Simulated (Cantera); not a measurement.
Feed: 1 mol PbCl2, 19 mol H2, at 19.0 mbar.

Cantera equilibrium calculation (NASA polynomials, part measured and part estimated; ideal gas, pure solids and liquids). Candidate condensed phases: Pb, PbCl2; 10 gas species. Kinetics and transport are ignored.

Q: Which condensed phases are stable at each of these points (T (°C)): 527, 627, 727, 827, 927, 1027, 1127, 1227, 1327, 1427, 1527, 1627, 1727, 1827?

A: 
| T (°C) | condensed phases | Pb condensed (%) |
|---|---|---|
| 527 | Pb(l) | 87.6 |
| 627 | Pb(l) | 87.8 |
| 727 | Pb(l) | 79.4 |
| 827 | Pb(l) | 52.6 |
| 927 | gas only | 0.0 |
| 1027 | gas only | 0.0 |
| 1127 | gas only | 0.0 |
| 1227 | gas only | 0.0 |
| 1327 | gas only | 0.0 |
| 1427 | gas only | 0.0 |
| 1527 | gas only | 0.0 |
| 1627 | gas only | 0.0 |
| 1727 | gas only | 0.0 |
| 1827 | gas only | 0.0 |

From 527 °C to 827 °C the condensed part is Pb(l). From 927 °C to 1827 °C nothing is condensed.
